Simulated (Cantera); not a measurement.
A Cantera script and what it prints.

```python
import numpy as np
import cantera as ct

gas_names = """
    CL CL2 H HCL H2 Si SiCL SiCL2 SiCL3 SiCL4 SiH SiHCL3 SiH2 SiH2CL2 SiH3 SiH3CL SiH4 Si2 Si3
""".split()
cond_names = """
    Si(cr) Si(L)
""".split()


# ... load() reads the species with a 1 bar reference pressure and builds the phases ...
atoms = {
    'SiHCl3': {'Si': 1, 'H': 1, 'CL': 3},
    'HCl': {'H': 1, 'CL': 1},
    'H2': {'H': 2},
}
top_T = {}  # K; cautious upper limits of use, not melting points


# ... equilibrate(T, P, feed) seeds the gas with the atoms and calls Mixture.equilibrate('TP', solver="vcs", rtol=1e-11, max_steps=5000) ...
results = []
feed = {'SiHCl3': 1, 'HCl': 0.075, 'H2': 1.2}  # mol
T = 1050  # K
P = 1333.22  # Pa
mix = equilibrate(T, P, feed)
results.append((T, P, feed, dict(zip(mix.species_names, mix.species_moles))))
print(gas.report(threshold=0.001))
for i in range(1, mix.n_phases):
    print(f"{mix.phase(i).name:16s} {mix.phase_moles(i):12.5e} mol")
```

Output:

```
       temperature   1050 K
          pressure   1333.2 Pa
           density   0.0080769 kg/m^3
  mean mol. weight   52.889 kg/kmol
   phase of matter   gas

                          1 kg             1 kmol
                     ---------------   ---------------
          enthalpy       -2.9522e+06       -1.5614e+08  J
   internal energy       -3.1173e+06       -1.6487e+08  J
           entropy              5688        3.0083e+05  J/K
    Gibbs function       -8.9245e+06       -4.7201e+08  J
 heat capacity c_p            996.16             52686  J/K
 heat capacity c_v            838.95             44372  J/K

                      mass frac. Y      mole frac. X     chem. pot. / RT
                     ---------------   ---------------   ---------------
               HCL          0.037123          0.053854           -42.215
                H2          0.024459           0.64166            -22.39
             SiCL2          0.015811         0.0084479           -65.806
             SiCL3          0.027627          0.010869           -96.827
             SiCL4           0.81387           0.25338           -127.85
            SiHCL3           0.08026          0.031341           -108.02
     [  +13 minor]        0.00084589        0.00044357

Si(cr)            2.27355e-01 mol
```

Method: chemical equilibrium by Gibbs-energy minimisation in Cantera with the NASA 1993 tables (ideal gas, pure condensed phases). The tables' values for SiCl3 are old estimates; treat these amounts as uncertain.
